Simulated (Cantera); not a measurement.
A Cantera script and its output.

```python
import numpy as np
import cantera as ct

gas = ct.Solution("h2o2.yaml")
gas.TPX = 1250, 59000, {'H2': 1.6, 'O2': 1, 'N2': 5.8}
reactor = ct.IdealGasConstPressureReactor(gas, energy="off", clone=False)
net = ct.ReactorNet([reactor])
net.rtol, net.atol = 1e-08, 1e-18
show = ['H2', 'O2', 'H', 'H2O2', 'OH']
times = np.geomspace(2e-06, 70, 13)

steps = ct.SolutionArray(gas, extra=["t"])
rows = []
print(f"{'t/s':>10s}{'T/K':>9s}{'P/Pa':>11s}" + "".join(f"{s:>11s}" for s in show))
for t in times:
    while net.time < t:
        t_next = net.step()
        steps.append(gas.state, t=t_next)
    rows.append([np.interp(t, steps.t, y) for y in (steps.T, steps.P, *steps(*show).X.T)])
    print(f"{t:10.3e}{rows[-1][0]:9.1f}{rows[-1][1]:11.4g}" + "".join(f"{x:11.3e}" for x in rows[-1][2:]))
rate = np.gradient(steps.T, steps.t)
print("integrator steps:", len(steps.t))
if steps.T.max() > steps.T[0] + 200:
    print(f"time of steepest temperature rise: {steps.t[rate.argmax()]:.4e} s")
gas.TPX = 1250, 59000, {'H2': 1.6, 'O2': 1, 'N2': 5.8}
gas.equilibrate("TP")
print(f"equilibrium (TP): T = {gas.T:.1f} K  " + "  ".join(f"{s} {gas[s].X[0]:.3e}" for s in show))
```

Result:

```
       t/s      T/K       P/Pa         H2         O2          H       H2O2         OH
 2.000e-06   1250.0    5.9e+04  1.905e-01  1.190e-01  4.713e-09  4.776e-12  3.083e-10
 8.506e-06   1250.0    5.9e+04  1.905e-01  1.190e-01  4.163e-08  8.908e-11  3.751e-09
 3.617e-05   1250.0    5.9e+04  1.904e-01  1.190e-01  1.718e-05  7.385e-09  1.614e-06
 1.538e-04   1250.0    5.9e+04  1.576e-02  3.541e-02  2.070e-02  3.836e-06  3.372e-03
 6.542e-04   1250.0    5.9e+04  1.363e-03  2.674e-02  3.076e-04  2.127e-06  6.985e-04
 2.782e-03   1250.0    5.9e+04  7.633e-05  2.631e-02  3.767e-06  3.563e-07  1.564e-04
 1.183e-02   1250.0    5.9e+04  4.954e-06  2.631e-02  8.879e-08  5.363e-08  4.862e-05
 5.032e-02   1250.0    5.9e+04  6.259e-07  2.631e-02  5.145e-09  1.015e-08  1.950e-05
 2.140e-01   1250.0    5.9e+04  1.357e-07  2.631e-02  5.605e-10  2.453e-09  9.249e-06
 9.101e-01   1250.0    5.9e+04  6.199e-08  2.631e-02  1.682e-10  1.040e-09  5.904e-06
 3.870e+00   1250.0    5.9e+04  5.867e-08  2.631e-02  1.534e-10  9.663e-10  5.679e-06
 1.646e+01   1250.0    5.9e+04  5.867e-08  2.631e-02  1.534e-10  9.663e-10  5.679e-06
 7.000e+01   1250.0    5.9e+04  5.867e-08  2.631e-02  1.534e-10  9.663e-10  5.679e-06
integrator steps: 2047
equilibrium (TP): T = 1250.0 K  H2 5.867e-08  O2 2.631e-02  H 1.534e-10  H2O2 9.663e-10  OH 5.679e-06
```

Model: the H2/O2 subset of GRI-Mech 3.0, which has no nitrogen chemistry, integrated in Cantera. The temperature is held fixed by assumption; the heat of reaction is taken as removed at once.
